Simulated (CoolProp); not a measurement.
CHF3 (R23) along the isobar 0.668 MPa: density (kg/m³) from the reference equation and from simpler models built on Tc = 26.1 °C, pc = 4.832 MPa, ω = 0.263; each cubic takes its own stable root.

The numbers come from the reference Helmholtz-energy equation of state, Penoncello 2003 in CoolProp.

```
T (°C)  phase  reference  ideal gas  Redlich-Kwong  Soave-Redlich-Kwong
------  -----  ---------  ---------  -------------  -------------------
-17.65    gas      24.30      22.02          23.89                24.03
6.45      gas      21.55      20.12          21.40                21.44
30.65     gas      19.47      18.52          19.42                19.41
54.75     gas      17.82      17.15          17.81                17.78
78.95     gas      16.45      15.98          16.46                16.41
103.05    gas      15.29      14.95          15.32                15.26
127.25    gas      14.30      14.05          14.33                14.27
151.35    gas      13.44      13.25          13.47                13.41
175.55    gas      12.67      12.54          12.71                12.65
199.65    gas      12.00      11.90          12.03                11.97
```
